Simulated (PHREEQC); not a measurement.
Solution A (0.018 mol/kgw MnSO4, 0.00024 mol/kgw CuCl2, 0.022 mol/kgw H2SO4 and 0.0015 mol/kgw Na2SO4) is mixed with solution B (0.0046 mol/kgw MgBr2) at 25 °C; shares are by mass of water, 1 kg in all. No oxygen is let in. CO2 from the air is kept out. Solids allowed: Brucite, Pyrochroite, Cu(OH)2, Brochantite, Antlerite, Atacamite, Halite, Mirabilite, Epsomite, Chalcanthite. Others were left out.

Equilibrium calculation in PHREEQC: ion-association model, wateq4f.dat.

```csv
share of solution B,pH,Mg+2 (mol/kgw),Mn+2 (mol/kgw),Cu+2 (mol/kgw),HSO4- (mol/kgw),SO4-2 (mol/kgw)
0,1.67,0,0.0120,0.000152,0.0181,0.0172
0.05,1.68,0.000139,0.0114,0.000145,0.0169,0.0165
0.1,1.70,0.000279,0.0109,0.000138,0.0158,0.0159
0.2,1.74,0.000566,0.00978,0.000125,0.0135,0.0146
0.25,1.76,0.000713,0.00923,0.000118,0.0124,0.0139
0.3,1.78,0.000863,0.00868,0.000111,0.0113,0.0132
0.35,1.81,0.00102,0.00812,0.000104,0.0102,0.0125
0.4,1.83,0.00118,0.00757,9.66e-5,0.00915,0.0118
0.45,1.86,0.00134,0.00700,8.95e-5,0.00811,0.0110
0.55,1.93,0.00168,0.00587,7.52e-5,0.00611,0.00943
0.6,1.97,0.00187,0.00529,6.79e-5,0.00516,0.00859
0.65,2.02,0.00207,0.00470,6.05e-5,0.00424,0.00772
0.7,2.07,0.00228,0.00411,5.29e-5,0.00337,0.00681
0.75,2.13,0.00251,0.00350,4.52e-5,0.00256,0.00586
0.8,2.21,0.00277,0.00288,3.73e-5,0.00180,0.00485
0.9,2.47,0.00344,0.00156,2.04e-5,0.000571,0.00263
0.95,2.74,0.00391,0.000827,1.09e-5,0.000166,0.00138
1,6.84,0.00460,0,0,0,0
```

Complexes and solids missing from the database can't appear.
